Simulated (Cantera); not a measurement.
# Transport properties of process gases

Gas mixture: 100 % N2O, at 5.00 bar, frozen composition.

Cantera's kinetic-theory transport with the Lennard-Jones parameters of GRI-Mech 3.0, ideal gas; thermal conductivity in the mixture-averaged form. The composition is frozen, though it would react at the higher temperatures.

```
T (K)  ρ (kg/m³)  cp (J/kg/K)  μ (µPa s)  λ (mW/m/K)     Pr  D (cm²/s) H2  D (cm²/s) NO  D (cm²/s) O
-----  ---------  -----------  ---------  ----------  -----  ------------  ------------  -----------
400         6.62        970.3       19.5        25.5  0.741         0.219        0.0523       0.0851
600         4.41         1101       27.3        40.7  0.739         0.436         0.107        0.173
800         3.31         1192       34.0        54.9  0.739         0.707         0.175        0.282
1000        2.65         1255       40.0        68.0  0.739          1.03         0.255        0.410
1200        2.21         1294       45.5        80.1  0.735          1.39         0.346        0.557
1400        1.89         1327       50.5        91.4  0.733          1.79         0.448        0.721
```
D: mixture-averaged diffusion coefficient of that species in the mixture.
